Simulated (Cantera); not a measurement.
# NO annealing gas

An isothermal, constant-pressure homogeneous reactor starts with 13.3 % NO, 86.7 % N2, at 1700 K and 23.3 Torr.

Model: GRI-Mech 3.0 (53 species, 325 reactions), integrated in Cantera. Radical loss at walls, strong at low pressure, is not modelled.

| t (s) | x NO | x NO2 | x O2 | x N2O | x O | x N2 |
|---|---|---|---|---|---|---|
| 6.00e-6 | 0.133 | <1e-12 | <1e-12 | 2.96e-10 | 2.96e-10 | 0.867 |
| 3.81e-5 | 0.133 | <1e-12 | <1e-12 | 1.88e-9 | 1.88e-9 | 0.867 |
| 0.000242 | 0.133 | 2.72e-11 | 1.64e-12 | 1.19e-8 | 1.19e-8 | 0.867 |
| 0.00153 | 0.133 | 1.08e-9 | 6.60e-11 | 7.53e-8 | 7.50e-8 | 0.867 |
| 0.00972 | 0.133 | 3.88e-8 | 2.63e-9 | 4.63e-7 | 4.58e-7 | 0.867 |
| 0.0617 | 0.133 | 8.98e-7 | 1.36e-7 | 2.45e-6 | 2.66e-6 | 0.867 |
| 0.391 | 0.133 | 4.75e-6 | 1.16e-5 | 6.26e-6 | 9.99e-6 | 0.867 |
| 2.48 | 0.133 | 5.26e-6 | 0.000138 | 6.55e-6 | 1.09e-5 | 0.867 |
| 15.8 | 0.131 | 6.68e-6 | 0.000957 | 6.35e-6 | 1.33e-5 | 0.868 |
| 100 | 0.121 | 1.19e-5 | 0.00629 | 5.23e-6 | 2.31e-5 | 0.873 |
x: mole fraction; the columns are a selection and need not sum to one.

Equilibrium at this temperature and pressure: NO 0.00177, NO2 5.46e-7, O2 0.0657, N2O 1.98e-8, O 6.55e-5, N2 0.932 (gas phase only).
